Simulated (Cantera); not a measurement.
Feed: 1 mol SiH4, 24 mol NH3, 0.91 mol H2, at 525 °C and 0.203 Torr.

Method: chemical equilibrium by Gibbs-energy minimisation in Cantera with the NASA 1993 tables (ideal gas, pure condensed phases). Candidate condensed phases: Si, Si3N4; 18 gas species. Kinetics and transport are ignored.

Base state: H2 0.774, N2 0.226 (mole fractions); condensed: Si3N4(s).

**Question.** What changes in the equilibrium state with this change: temperature from 525 °C to 1552 °C?

**Answer.** 
```
species        before     after
-------------  ------  --------
H2              0.774     0.731
N2              0.226     0.229
H               <1e-9    0.0229
Si              <1e-9    0.0168
SiH             <1e-9  0.000251
Si2             <1e-9  0.000110
Si2N            <1e-9   8.53e-5
SiN             <1e-9   5.45e-5
Si3N4(s), mol   0.333         0
Si(l), mol          0    0.0754
```
The tables' values for SiN are old estimates; treat these amounts as uncertain. Gases not in the tables: Si2H6 and higher silanes.

**Question.** What changes in the equilibrium state with this change: SiH4 replaced by SiF4?

**Answer.** 
```json
[
 {"species": "H2", "before": "0.774", "after": "0.739"},
 {"species": "N2", "before": "0.226", "after": "0.240"},
 {"species": "SiF4", "before": "0", "after": "0.0200"},
 {"species": "HF", "before": "0", "after": "8.69e-5"},
 {"species": "Si3N4(s), mol", "before": "0.333", "after": "0.000337"}
]
```
